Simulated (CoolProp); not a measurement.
Vapour-liquid equilibrium of carbonyl sulfide (1) + propane (2) at 270 K; x and y are mole fractions of (1).

Model: multi-fluid Helmholtz-energy mixture model, Lemmon 2006 and Lemmon 2009; pair parameters Bell 2016, in CoolProp.

```
x      bubble pressure (kPa)  y at the bubble point  dew pressure at overall composition x (kPa)  liquid density (mol/L)
-----  ---------------------  ---------------------  -------------------------------------------  ----------------------
0.05                   441.7                  0.071                                        438.4                   12.28
0.125                      …                  0.167                                        450.2                   12.59
0.2                    470.5                  0.255                                            …                   12.92
0.275                  483.1                  0.337                                        473.6                   13.27
0.35                   494.8                  0.415                                        485.1                   13.63
0.425                  506.0                  0.490                                        496.4                   14.02
0.5                    516.8                      …                                        507.5                   14.43
0.575                  527.4                  0.634                                        518.6                   14.85
0.65                   538.1                  0.703                                            …                   15.30
0.725                  548.9                  0.771                                        541.5                       …
0.8                    559.9                  0.837                                            …                   16.28
0.875                  571.4                      …                                        566.6                   16.80
0.95                   583.3                  0.962                                        580.9                   17.36
```

Task: What belongs in the gaps?

Result: 
- 0.125, bubble pressure (kPa): 456.9
- 0.2, dew pressure at overall composition x (kPa): 462.0
- 0.5, y at the bubble point: 0.563
- 0.65, dew pressure at overall composition x (kPa): 529.9
- 0.725, liquid density (mol/L): 15.78
- 0.8, dew pressure at overall composition x (kPa): 553.6
- 0.875, y at the bubble point: 0.901

No azeotrope shows between x = 0.05 and 0.95.

Pair parameters are fitted to limited data, so mixtures are less certain than the pure fluids.
